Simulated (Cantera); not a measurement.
Feed: 1 mol H2S, 0.44 mol H2O, 3.9 mol H2, equilibrated at 698.15 K and 350 Pa.

These are equilibrium values from Cantera (NASA tables, ideal gas, pure condensed phases), not measurements of a reactor. Candidate condensed phases: H2O, H2SO4, S; 19 gas species. Kinetics and transport are ignored.

Base state: H2 0.730, H2S 0.187, H2O 0.0824 (mole fractions); condensed: gas only.

Problem. What changes in the equilibrium state with this change: temperature from 698.15 K to 3500 K?

Solution. 
```
species  before     after
-------  ------  --------
H         <1e-9     0.873
S         <1e-9    0.0826
O         <1e-9    0.0357
H2        0.730   0.00765
H2S       0.187   1.43e-7
H2O      0.0824   1.02e-5
OH        <1e-9  0.000537
SO        <1e-9  0.000325
```
